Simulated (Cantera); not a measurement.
Charge: 1 mol Si, 0.011 mol N2O, 660 mol N2, at 1827 °C and 26.3 Torr.

These are equilibrium values from Cantera (NASA tables, ideal gas, pure condensed phases), not measurements of a reactor. Candidate condensed phases: Si, SiO2, Si2N2O, Si3N4; 16 gas species. The tables' values for SiN are old estimates; treat these amounts as uncertain. Rates play no part.

Base state: N2 0.999, Si 0.00138, SiN 5.36e-5, Si2N 2.33e-5, SiO 1.66e-5 (mole fractions); condensed: gas only.

Problem. What changes in the equilibrium state with this change: pressure from 26.3 Torr to 100 Torr?

Solution. 
| species | before | after |
|---|---|---|
| N2 | 0.999 | 0.999 |
| Si | 0.00138 | 0.00100 |
| Si2N | 2.33e-5 | 9.09e-5 |
| Si2 | 6.52e-6 | 1.30e-5 |
| SiN | 5.36e-5 | 7.58e-5 |
| SiO | 1.66e-5 | 1.66e-5 |
| Si(l), mol | 0 | 0.135 |
